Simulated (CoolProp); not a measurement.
Vapour pressure (kPa) of ethanol: the reference equation beside estimates from Tc = 241.6 °C, pc = 6268 kPa, ω = 0.644.

Values from CoolProp's reference Helmholtz-energy equation of state, Schroeder 2014.

| T (°C) | reference | Lee-Kesler | van der Waals | Redlich-Kwong | Soave-Redlich-Kwong | Peng-Robinson |
|---|---|---|---|---|---|---|
| 98.45 | 212.5 | 213.7 | 1468 | 707.5 | 214.5 | 218.7 |
| 108.95 | 302.2 | 303.5 | 1684 | 883.0 | 305.1 | 309.1 |
| 119.45 | 420.2 | 420.7 | 1920 | 1087 | 424.1 | 427.2 |
| 129.95 | 572.6 | 571.0 | 2176 | 1322 | 577.1 | 578.6 |
| 140.45 | 765.8 | 760.2 | 2453 | 1591 | 770.5 | 769.6 |
| 151.05 | 1009 | 997.3 | 2753 | 1898 | 1014 | 1009 |
| 161.55 | 1305 | 1285 | 3073 | 2239 | 1309 | 1301 |
| 172.05 | 1663 | 1633 | 3415 | 2620 | 1667 | 1654 |
| 182.55 | 2092 | 2050 | 3779 | 3042 | 2096 | 2078 |
| 193.15 | 2603 | 2552 | 4171 | 3512 | 2610 | 2588 |

Absolute difference from the reference over all 10 rows, mean and median: Lee-Kesler 1.1 and 0.9 %, van der Waals 246.0 and 196.6 %, Redlich-Kwong 112.0 and 97.9 %, Soave-Redlich-Kwong 0.6 and 0.6 %, Peng-Robinson 1.1 and 0.6 %.
